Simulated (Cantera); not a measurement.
An adiabatic, constant-volume homogeneous reactor starts with CO : H2 : O2 : N2 = 1 : 0.15 : 0.479 : 1.8 (molar parts), at 1550 K and 323 Torr. Integrator tolerance rtol = 1e-08.

Detailed kinetics in Cantera: GRI-Mech 3.0 (53 species, 325 reactions).

**Question.** What does this change do: initial temperature 1550 to 1075 K?

**Answer.** 
```
quantity                                                            before                                    after
---------------------------------  ---------------------------------------  ---------------------------------------
time of steepest temperature rise                                  52.1 µs                                 0.374 ms
temperature at 0.400 s                                              2847 K                                   2772 K
equilibrium temperature                                             2847 K                                   2772 K
x(CO) at 0.400 s                       0.165 (gas-phase equilibrium 0.165)      0.141 (gas-phase equilibrium 0.141)
x(H2) at 0.400 s                   0.00484 (gas-phase equilibrium 0.00484)  0.00407 (gas-phase equilibrium 0.00407)
x(O2) at 0.400 s                     0.0384 (gas-phase equilibrium 0.0384)    0.0299 (gas-phase equilibrium 0.0299)
x(NO) at 0.400 s                     0.0142 (gas-phase equilibrium 0.0142)    0.0114 (gas-phase equilibrium 0.0114)
x(H) at 0.400 s                    0.00788 (gas-phase equilibrium 0.00788)  0.00474 (gas-phase equilibrium 0.00474)
```

**Question.** What does this change do: pressure from 323 Torr to 263 Torr?

**Answer.** 
```
quantity                                                            before                                    after
---------------------------------  ---------------------------------------  ---------------------------------------
time of steepest temperature rise                                  52.1 µs                                  63.1 µs
temperature at 0.400 s                                              2847 K                                   2827 K
equilibrium temperature                                             2847 K                                   2827 K
x(CO) at 0.400 s                       0.165 (gas-phase equilibrium 0.165)      0.166 (gas-phase equilibrium 0.166)
x(H2) at 0.400 s                   0.00484 (gas-phase equilibrium 0.00484)  0.00491 (gas-phase equilibrium 0.00491)
x(O2) at 0.400 s                     0.0384 (gas-phase equilibrium 0.0384)    0.0390 (gas-phase equilibrium 0.0390)
x(NO) at 0.400 s                     0.0142 (gas-phase equilibrium 0.0142)    0.0139 (gas-phase equilibrium 0.0139)
x(H) at 0.400 s                    0.00788 (gas-phase equilibrium 0.00788)  0.00824 (gas-phase equilibrium 0.00824)
```
